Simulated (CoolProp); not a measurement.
Carbon dioxide at 298.15 K and 1.27 MPa is throttled through a valve to 0.309 MPa with no heat exchange. Each further row changes one setting.

Model: reference Helmholtz-energy equation of state, Span 1996, in CoolProp.

```tsv
case	temperature change (K)	final density (kg/m³)
as stated	-11.1	5.80
outlet pressure 0.0927 MPa	-13.7	1.73
outlet pressure 0.402 MPa	-9.9	7.55
```
